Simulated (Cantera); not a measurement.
What does this Cantera script print?

```python
import numpy as np
import cantera as ct

gas = ct.Solution("h2o2.yaml")
gas.TPX = 925, 1333, {'H2': 0.1, 'O2': 1}
inlet = ct.Reservoir(gas, clone=True)

reactor = ct.IdealGasConstPressureReactor(gas, energy="off", clone=False)
exhaust = ct.Reservoir(gas, clone=True)
tau = [0.65, 0.36, 0.2, 0.11, 0.06, 0.033, 0.018, 0.0099, 0.0055, 0.003, 0.0017][0]
for a, b in ((inlet, reactor), (reactor, exhaust)):
    ct.MassFlowController(a, b, mdot=lambda t: reactor.mass / tau)
net = ct.ReactorNet([reactor])
show = ['H2', 'O2', 'H', 'OH', 'H2O', 'HO2']

rows = []
print(f"{'tau/s':>10s}{'T/K':>9s}" + "".join(f"{s:>11s}" for s in show))
for tau in [0.65, 0.36, 0.2, 0.11, 0.06, 0.033, 0.018, 0.0099, 0.0055, 0.003, 0.0017]:
    net.initial_time = 0.0
    net.advance(30 * tau)
    before = gas.X
    net.advance(40 * tau)
    drift = np.max(np.abs(gas.X - before) / (gas.X + 1e-9))
    rows.append([gas.T, *gas[show].X, drift])
    print(f"{tau:10.3e}{gas.T:9.1f}" + "".join(f"{x:11.3e}" for x in gas[show].X))
```

Result:

```
     tau/s      T/K         H2         O2          H         OH        H2O        HO2
 6.500e-01    925.0  1.659e-03  9.035e-01  2.642e-04  4.087e-04  9.308e-02  7.584e-06
 3.600e-01    925.0  2.292e-03  9.029e-01  4.715e-04  5.255e-04  9.221e-02  8.714e-06
 2.000e-01    925.0  3.155e-03  9.022e-01  8.338e-04  6.760e-04  9.099e-02  9.802e-06
 1.100e-01    925.0  4.360e-03  9.011e-01  1.475e-03  8.723e-04  8.922e-02  1.081e-05
 6.000e-02    925.0  6.050e-03  8.996e-01  2.590e-03  1.124e-03  8.663e-02  1.165e-05
 3.300e-02    925.0  8.360e-03  8.975e-01  4.401e-03  1.426e-03  8.296e-02  1.223e-05
 1.800e-02    925.0  1.163e-02  8.947e-01  7.220e-03  1.781e-03  7.766e-02  1.252e-05
 9.900e-03    925.0  1.616e-02  8.915e-01  1.099e-02  2.149e-03  7.048e-02  1.245e-05
 5.500e-03    925.0  2.248e-02  8.887e-01  1.499e-02  2.472e-03  6.134e-02  1.204e-05
 3.000e-03    925.0  3.191e-02  8.874e-01  1.770e-02  2.666e-03  4.979e-02  1.128e-05
 1.700e-03    925.0  4.451e-02  8.893e-01  1.693e-02  2.589e-03  3.711e-02  1.029e-05
```

Model: the H2/O2 subset of GRI-Mech 3.0, which has no nitrogen chemistry, integrated in Cantera. Radical loss at walls, strong at low pressure, is not modelled. Below about 950 K walls govern HO2 and H2O2 in real vessels. The temperature is held fixed by assumption; the heat of reaction is taken as removed at once.
